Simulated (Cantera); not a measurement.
Input: 1 mol C2H6, 0.23 mol NH3, 0.032 mol O2, at 0.150 bar.

Equilibrium computed with Cantera from the NASA thermochemical tables; the gas is ideal and each condensed phase is pure. Candidate condensed phases: C, C6H6, C7H8, C8H18, H2O; 136 gas species. Equilibrium is a limit: real reactors are often held back by kinetics, nucleation or transport.

log p: log10 of the partial pressure in bar; n: condensed amount in mol.

| T (°C) | log p H2 | log p CH4 | log p N2 | log p H2O | log p CO | log p CO2 | n C(graphite) |
|---|---|---|---|---|---|---|---|
| 277 | -1.78 | -0.92 | -2.05 | -2.31 | -5.90 | -4.67 | ___ |
| 327 | -1.48 | -0.98 | -2.07 | -2.33 | -5.16 | -4.57 | ___ |
| 377 | -1.25 | -1.09 | -2.11 | -2.38 | -4.53 | -4.47 | ___ |
| 427 | -1.09 | -1.24 | -2.16 | -2.44 | -3.98 | -4.36 | ___ |
| 477 | -0.98 | -1.45 | -2.21 | -2.52 | -3.50 | -4.26 | ___ |
| 527 | -0.92 | -1.70 | -2.25 | -2.65 | -3.11 | -4.22 | ___ |
| 577 | -0.88 | -1.97 | -2.28 | -2.86 | -2.83 | -4.33 | ___ |

Task: Complete the blanks.

Result: 
- 277, n C(graphite): 0.467
- 327, n C(graphite): 0.585
- 377, n C(graphite): 0.777
- 427, n C(graphite): 1.04
- 477, n C(graphite): 1.33
- 527, n C(graphite): 1.58
- 577, n C(graphite): 1.73
